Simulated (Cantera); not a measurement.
What does this Cantera script print?

```python
import numpy as np
import cantera as ct

gas_names = [...]  # 110 gases of nasa_gas.yaml made of C, H, O
cond_names = """
    C(gr) C6H6(L) C7H8(L) C8H18(L),n-octa H2O(s) H2O(L)
""".split()


# ... load() reads the species with a 1 bar reference pressure and builds the phases ...
atoms = {
    'CO': {'C': 1, 'O': 1},
    'O2': {'O': 2},
    'H2': {'H': 2},
}
top_T = {'C(gr)': 4500}  # K; cautious upper limits of use, not melting points


# ... equilibrate(T, P, feed) seeds the gas with the atoms and calls Mixture.equilibrate('TP', solver="vcs", rtol=1e-11, max_steps=5000) ...
results = []
feed = {'CO': 1, 'O2': 0.73, 'H2': 1.5}  # mol
T = 1298  # K
P = 1333.22  # Pa
mix = equilibrate(T, P, feed)
results.append((T, P, feed, dict(zip(mix.species_names, mix.species_moles))))
print(gas.report(threshold=1e-06))
for i in range(1, mix.n_phases):
    print(f"{mix.phase(i).name:16s} {mix.phase_moles(i):12.5e} mol")
```

Output:

```
       temperature   1298 K
          pressure   1333.2 Pa
           density   0.0026878 kg/m^3
  mean mol. weight   21.757 kg/kmol
   phase of matter   gas

                          1 kg             1 kmol
                     ---------------   ---------------
          enthalpy       -7.1678e+06       -1.5595e+08  J
   internal energy       -7.6638e+06       -1.6674e+08  J
           entropy             13045        2.8381e+05  J/K
    Gibbs function         -2.41e+07       -5.2433e+08  J
 heat capacity c_p            1949.2             42409  J/K
 heat capacity c_v            1567.1             34095  J/K

                      mass frac. Y      mole frac. X     chem. pot. / RT
                     ---------------   ---------------   ---------------
                CO            0.2565           0.19924           -42.498
               CO2           0.40609           0.20076           -71.886
                 H        2.0017e-07        4.3205e-06           -12.019
                H2          0.020085           0.21676           -24.038
               H2O           0.31733           0.38324           -53.426
     [ +105 minor]        7.9148e-08        9.9898e-08

C(gr)             0.00000e+00 mol
```

These are equilibrium values from Cantera (NASA tables, ideal gas, pure condensed phases), not measurements of a reactor.
